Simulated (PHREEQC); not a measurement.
**Acid mine or pickling water: speciation**

Synthetic water in mmol/kgw, 25 °C, pH 2.11, pe 10.8: Na 104; K 0.00892; Ca 2.73; Mg 11.2; Cl 43.2; S(6) 52.2; Cu(2) 0.0665; Fe(3) 0.0471; Zn 0.117.

Valence states are taken as typed.

Computed with PHREEQC (ion-association model, phreeqc.dat).

```json
{
  "ionic_strength": "0.162 mol/kgw",
  "specific_conductance": "13600 µS/cm",
  "density": "1.005 g/cm³",
  "total_alkalinity": "-19.7 meq/kg",
  "charge_balance_error": "1.8 %"
}
```

| species | molality | activity | log γ |
|---|---|---|---|
| Na+ | 0.0991 | 0.0752 | -0.120 |
| Cl- | 0.0432 | 0.0316 | -0.136 |
| SO4-2 | 0.0313 | 0.00987 | -0.501 |
| HSO4- | 0.00986 | 0.00745 | -0.122 |
| H+ | 0.00963 | 0.00776 | -0.094 |
| Mg+2 | 0.00621 | 0.00224 | -0.443 |
| MgSO4 | 0.00499 | 0.00518 | 0.016 |
| NaSO4- | 0.00490 | 0.00372 | -0.120 |
| Ca+2 | 0.00169 | 0.000575 | -0.468 |
| CaSO4 | 0.000973 | 0.00101 | 0.016 |

No solid was allowed to form. The solution is supersaturated, for example in Hematite (slow to form), Goethite (slow to form), so a real one may precipitate; this is no full list. Complexes and solids missing from the database can't appear.
